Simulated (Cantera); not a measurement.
Feed: 1 mol BN, 17 mol O₂, 40 mol H₂, 15 mol F₂, at 10.0 Torr.

Cantera equilibrium calculation (NASA polynomials, part measured and part estimated; ideal gas, pure solids and liquids). Candidate condensed phases: B, BN, B₂O₃, B₃O₃H₃, H₂O; 62 gas species. Gases not in the tables: H₃BO₃. Kinetics and transport are ignored.

x: gas mole fraction; nothing condenses.

```json
[
 {"T (K)": "750", "x HF": "0.460", "x H₂O": "0.451", "x O₂": "0.0638", "x BF₃": "0.0170", "x BOF": "2.11e-9", "x OH": "7.97e-10"},
 {"T (K)": "850", "x HF": "0.460", "x H₂O": "0.451", "x O₂": "0.0638", "x BF₃": "0.0170", "x BOF": "1.75e-7", "x OH": "1.70e-8"},
 {"T (K)": "950", "x HF": "0.460", "x H₂O": "0.451", "x O₂": "0.0638", "x BF₃": "0.0170", "x BOF": "5.73e-6", "x OH": "1.91e-7"},
 {"T (K)": "1050", "x HF": "0.460", "x H₂O": "0.451", "x O₂": "0.0638", "x BF₃": "0.0169", "x BOF": "9.58e-5", "x OH": "1.35e-6"},
 {"T (K)": "1150", "x HF": "0.462", "x H₂O": "0.449", "x O₂": "0.0637", "x BF₃": "0.0158", "x BOF": "0.000913", "x OH": "6.82e-6"},
 {"T (K)": "1250", "x HF": "0.470", "x H₂O": "0.442", "x O₂": "0.0635", "x BF₃": "0.0112", "x BOF": "0.00439", "x OH": "2.64e-5"},
 {"T (K)": "1350", "x HF": "0.481", "x H₂O": "0.431", "x O₂": "0.0630", "x BF₃": "0.00484", "x BOF": "0.00932", "x OH": "8.29e-5"},
 {"T (K)": "1450", "x HF": "0.486", "x H₂O": "0.425", "x O₂": "0.0628", "x BF₃": "0.00151", "x BOF": "0.0118", "x OH": "0.000224"},
 {"T (K)": "1550", "x HF": "0.488", "x H₂O": "0.423", "x O₂": "0.0626", "x BF₃": "0.000464", "x BOF": "0.0125", "x OH": "0.000533"},
 {"T (K)": "1650", "x HF": "0.489", "x H₂O": "0.422", "x O₂": "0.0624", "x BF₃": "(withheld)", "x BOF": "0.0126", "x OH": "(withheld)"},
 {"T (K)": "1750", "x HF": "0.489", "x H₂O": "0.421", "x O₂": "0.0622", "x BF₃": "5.96e-5", "x BOF": "0.0126", "x OH": "0.00225"},
 {"T (K)": "1850", "x HF": "0.489", "x H₂O": "0.418", "x O₂": "0.0619", "x BF₃": "(withheld)", "x BOF": "0.0125", "x OH": "(withheld)"},
 {"T (K)": "1950", "x HF": "0.488", "x H₂O": "0.414", "x O₂": "0.0616", "x BF₃": "1.15e-5", "x BOF": "0.0124", "x OH": "0.00702"},
 {"T (K)": "2050", "x HF": "0.486", "x H₂O": "0.407", "x O₂": "0.0614", "x BF₃": "5.75e-6", "x BOF": "0.0122", "x OH": "0.0113"}
]
```

Some entries are withheld; supply them.


- 1650, x BF₃: 0.000157
- 1650, x OH: 0.00114
- 1850, x BF₃: 2.51e-5
- 1850, x OH: 0.00411
